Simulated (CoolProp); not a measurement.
n-octane along the isobar 2.86 MPa: fugacity coefficient from the reference equation and from simpler models built on Tc = 295.6 °C, pc = 2.484 MPa, ω = 0.398; each cubic takes its own stable root.

Computed with CoolProp (reference Helmholtz-energy equation of state, Beckmüller 2019).

```json
[
 {"T (°C)": "192.95", "phase": "liquid", "reference": "0.1644"},
 {"T (°C)": "204.55", "phase": "liquid", "reference": "0.1988"},
 {"T (°C)": "216.25", "phase": "liquid", "reference": "0.2375"},
 {"T (°C)": "227.85", "phase": "liquid", "reference": "0.2796"},
 {"T (°C)": "239.45", "phase": "liquid", "reference": "0.3253"},
 {"T (°C)": "251.05", "phase": "liquid", "reference": "0.3741"},
 {"T (°C)": "262.75", "phase": "liquid", "reference": "0.4261"},
 {"T (°C)": "274.35", "phase": "liquid", "reference": "0.4796"},
 {"T (°C)": "285.95", "phase": "liquid", "reference": "0.5341"},
 {"T (°C)": "297.55", "phase": "supercritical", "reference": "0.5879"},
 {"T (°C)": "309.25", "phase": "supercritical", "reference": "0.6349"},
 {"T (°C)": "320.85", "phase": "supercritical", "reference": "0.6658"},
 {"T (°C)": "332.45", "phase": "supercritical", "reference": "0.6910"}
]
```

Q: How far does each simpler model (Redlich-Kwong, Soave-Redlich-Kwong, Peng-Robinson) lie from the reference over these 13 states: mean and median of the absolute difference, and the worst?

A: 
- Redlich-Kwong: mean 16.9 %, median 13.1 %, worst +47.3 % at 192.95 °C and 2.86 MPa
- Soave-Redlich-Kwong: mean 4.4 %, median 5.0 %, worst +5.4 % at 227.85 °C and 2.86 MPa
- Peng-Robinson: mean 1.1 %, median 1.3 %, worst -1.4 % at 332.45 °C and 2.86 MPa
